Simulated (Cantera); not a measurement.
A Cantera script and its output.

```python
import numpy as np
import cantera as ct

gas = ct.Solution("gri30.yaml")
gas.TPX = 1075, 100000, {'N2O': 1, 'H2': 0.0049, 'N2': 4.6}
reactor = ct.IdealGasConstPressureReactor(gas, energy="off", clone=False)
net = ct.ReactorNet([reactor])
net.rtol, net.atol = 1e-08, 1e-18
show = ['N2O', 'H2', 'NO', 'OH', 'H2O', 'N2']
times = np.geomspace(0.0004, 10, 13)

steps = ct.SolutionArray(gas, extra=["t"])
rows = []
print(f"{'t/s':>10s}{'T/K':>9s}{'P/Pa':>11s}" + "".join(f"{s:>11s}" for s in show))
for t in times:
    while net.time < t:
        t_next = net.step()
        steps.append(gas.state, t=t_next)
    rows.append([np.interp(t, steps.t, y) for y in (steps.T, steps.P, *steps(*show).X.T)])
    print(f"{t:10.3e}{rows[-1][0]:9.1f}{rows[-1][1]:11.4g}" + "".join(f"{x:11.3e}" for x in rows[-1][2:]))
rate = np.gradient(steps.T, steps.t)
print("integrator steps:", len(steps.t))
if steps.T.max() > steps.T[0] + 200:
    print(f"time of steepest temperature rise: {steps.t[rate.argmax()]:.4e} s")
gas.TPX = 1075, 100000, {'N2O': 1, 'H2': 0.0049, 'N2': 4.6}
gas.equilibrate("TP")
print(f"equilibrium (TP): T = {gas.T:.1f} K  " + "  ".join(f"{s} {gas[s].X[0]:.3e}" for s in show))
```

Result:

```
       t/s      T/K       P/Pa        N2O         H2         NO         OH        H2O         N2
 4.000e-04   1075.0      1e+05  1.784e-01  8.732e-04  1.450e-07  2.955e-07  8.633e-07  8.207e-01
 9.302e-04   1075.0      1e+05  1.784e-01  8.687e-04  3.935e-07  6.766e-07  5.039e-06  8.207e-01
 2.163e-03   1075.0      1e+05  1.784e-01  8.483e-04  1.072e-06  1.305e-06  2.489e-05  8.207e-01
 5.030e-03   1075.0      1e+05  1.783e-01  7.753e-04  2.788e-06  1.920e-06  9.736e-05  8.208e-01
 1.170e-02   1075.0      1e+05  1.781e-01  6.014e-04  6.314e-06  2.052e-06  2.711e-04  8.210e-01
 2.720e-02   1075.0      1e+05  1.777e-01  3.479e-04  1.301e-05  1.727e-06  5.248e-04  8.213e-01
 6.325e-02   1075.0      1e+05  1.772e-01  1.305e-04  2.663e-05  1.232e-06  7.426e-04  8.217e-01
 1.471e-01   1075.0      1e+05  1.764e-01  2.788e-05  5.753e-05  7.926e-07  8.454e-04  8.222e-01
 3.420e-01   1075.0      1e+05  1.749e-01  2.336e-06  1.339e-04  6.003e-07  8.705e-04  8.230e-01
 7.953e-01   1075.0      1e+05  1.714e-01  1.174e-08  3.130e-04  6.282e-07  8.714e-04  8.248e-01
 1.849e+00   1075.0      1e+05  1.637e-01  5.914e-10  7.074e-04  6.616e-07  8.683e-04  8.287e-01
 4.300e+00   1075.0      1e+05  1.476e-01  4.729e-10  1.513e-03  6.587e-07  8.619e-04  8.371e-01
 1.000e+01   1075.0      1e+05  1.176e-01  3.382e-10  2.918e-03  6.153e-07  8.499e-04  8.525e-01
integrator steps: 1641
equilibrium (TP): T = 1075.0 K  N2O 3.769e-09  H2 1.984e-12  NO 4.555e-05  OH 3.191e-08  H2O 8.029e-04  N2 9.176e-01
```

Model: GRI-Mech 3.0 (53 species, 325 reactions), integrated in Cantera. GRI-Mech 3.0 was tuned for natural gas; its chemistry of N2O as a main component is partial and can be far from experiment. The mechanism lacks the step 2 NO + O2 → 2 NO2, which can matter for NO2 below about 1400 K. The temperature is held fixed by assumption; the heat of reaction is taken as removed at once.
